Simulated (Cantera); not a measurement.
**Equilibrium for silicon carbide growth: SiH4 + H2 + CH4**

Charge: 1 mol SiH4, 86 mol H2, 0.37 mol CH4, at 12.8 Torr.

Method: chemical equilibrium by Gibbs-energy minimisation in Cantera with the NASA 1993 tables (ideal gas, pure condensed phases). Candidate condensed phases: C, C6H6, C7H8, C8H18, Si, SiC; 87 gas species. Mutual solubility and eutectic melting of coexisting phases are not modelled. Gases not in the tables: Si2H6 and higher silanes. Kinetics and transport are ignored.

```json
[
 {"T (K)": "1450", "x H2": "1.000", "x H": "7.25e-5", "x Si": "1.81e-7", "x C2H2 (acetylene)": "1.73e-10", "x SiC2": "<1e-12", "x Si2C": "1.83e-10", "n Si(s)": "0.630", "n SiC(s)": "0.370", "n Si(l)": "0"},
 {"T (K)": "1600", "x H2": "1.000", "x H": "0.000417", "x Si": "5.74e-6", "x C2H2 (acetylene)": "3.04e-9", "x SiC2": "2.46e-12", "x Si2C": "1.82e-8", "n Si(s)": "0.629", "n SiC(s)": "0.370", "n Si(l)": "0"},
 {"T (K)": "1750", "x H2": "0.998", "x H": "0.00178", "x Si": "8.83e-5", "x C2H2 (acetylene)": "4.15e-8", "x SiC2": "3.45e-10", "x Si2C": "7.13e-7", "n Si(s)": "0", "n SiC(s)": "0.370", "n Si(l)": "0.619"},
 {"T (K)": "1900", "x H2": "0.993", "x H": "0.00607", "x Si": "0.000742", "x C2H2 (acetylene)": "5.23e-7", "x SiC2": "2.59e-8", "x Si2C": "1.30e-5", "n Si(s)": "0", "n SiC(s)": "0.369", "n Si(l)": "0.549"},
 {"T (K)": "2050", "x H2": "0.978", "x H": "0.0172", "x Si": "0.00455", "x C2H2 (acetylene)": "4.48e-6", "x SiC2": "1.02e-6", "x Si2C": "0.000153", "n Si(s)": "0", "n SiC(s)": "0.355", "n Si(l)": "0.151"},
 {"T (K)": "2200", "x H2": "0.950", "x H": "0.0421", "x Si": "0.00665", "x C2H2 (acetylene)": "0.000298", "x SiC2": "7.83e-5", "x Si2C": "0.000390", "n Si(s)": "0", "n SiC(s)": "0.265", "n Si(l)": "0"},
 {"T (K)": "2350", "x H2": "0.898", "x H": "0.0906", "x Si": "0.00914", "x C2H2 (acetylene)": "0.00139", "x SiC2": "0.000418", "x Si2C": "0.000301", "n Si(s)": "0", "n SiC(s)": "0", "n Si(l)": "0"},
 {"T (K)": "2500", "x H2": "0.814", "x H": "0.174", "x Si": "0.00930", "x C2H2 (acetylene)": "0.00142", "x SiC2": "0.000390", "x Si2C": "7.43e-5", "n Si(s)": "0", "n SiC(s)": "0", "n Si(l)": "0"}
]
```
x: gas mole fraction; n: condensed amount in mol.

From 1450 K to 1600 K the condensed part is Si(s) + SiC(s). From 1750 K to 2050 K the condensed part is Si(l) + SiC(s). At 2200 K the condensed part is SiC(s). From 2350 K to 2500 K nothing is condensed. The main Si-bearing gas is SiH2 at 1450 K and Si at 2500 K.
